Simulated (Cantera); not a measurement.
Feed: 1 mol SiCl₄, 0.29 mol C₂H₄, 5.6 mol H₂, at 1000 Pa.

Equilibrium computed with Cantera from the NASA thermochemical tables; the gas is ideal and each condensed phase is pure. Candidate condensed phases: C, C₆H₆, C₇H₈, C₈H₁₈, Si, SiC; 109 gas species. The tables' values for SiCl₃ are old estimates; treat these amounts as uncertain. Equilibrium is a limit: real reactors are often held back by kinetics, nucleation or transport.

x: gas mole fraction; n: condensed amount in mol.

```csv
T (K),x H₂,x HCl,x SiCl₄,x SiCl₂,x SiCl₃,x SiHCl₃,x H,n SiC(s)
1173,0.638,0.308,0.0462,0.00222,0.00323,0.00224,9.42e-7,0.580
1198,0.635,0.311,0.0433,0.00380,0.00431,0.00237,1.51e-6,0.580
1223,0.630,0.317,0.0396,0.00612,0.00551,0.00243,2.39e-6,0.580
1248,0.624,0.323,…,…,0.00670,0.00239,…,0.580
1273,0.617,0.330,0.0301,0.0131,0.00775,0.00225,5.60e-6,0.580
1298,0.609,0.338,…,…,0.00853,…,…,0.580
1323,0.601,0.346,0.0199,0.0220,0.00896,0.00176,1.23e-5,0.580
1348,0.594,0.353,0.0154,0.0265,0.00902,0.00147,1.78e-5,0.580
1373,0.588,0.360,0.0116,0.0306,0.00877,0.00120,2.55e-5,0.580
1398,0.583,0.365,0.00854,0.0343,0.00827,0.000956,3.61e-5,0.580
1423,0.578,0.370,0.00617,0.0373,0.00763,0.000749,5.05e-5,0.580
```

### Question
Some entries are withheld; supply them.

### Answer

- 1298, x SiCl₄: 0.0249
- 1298, x SiCl₂: 0.0174
- 1298, x SiHCl₃: 0.00203
- 1298, x H: 8.36e-6
- 1248, x SiCl₄: 0.0351
- 1248, x SiCl₂: 0.00924
- 1248, x H: 3.69e-6
